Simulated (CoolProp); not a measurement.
Saturation properties of cyclopentane (Tc = 511.7 K, pc = 4.583 MPa, ω = 0.202).

Model: reference Helmholtz-energy equation of state, Gedanitz 2015, in CoolProp.

| T (K) | p (MPa) | liquid density (kg/m³) | liquid cp (kJ/(kg K)) |
|---|---|---|---|
| 348.9 | 0.2246 | 687.4 | 2.080 |
| 360.3 | 0.3038 | 674.5 | 2.145 |
| 371.7 | [?] | 661.2 | 2.213 |
| 383.2 | 0.5249 | [?] | 2.283 |
| 394.6 | 0.6717 | 632.9 | 2.356 |
| 406.1 | 0.8487 | 617.7 | 2.433 |
| 417.5 | 1.056 | 601.8 | 2.515 |
| 429 | 1.301 | [?] | 2.606 |

**Question.** Fill in the missing entries.

**Answer.** 
- 371.7, p (MPa): 0.4026
- 383.2, liquid density (kg/m³): 647.3
- 429, liquid density (kg/m³): 584.9

It boils at 322.4 K under 1 atm.
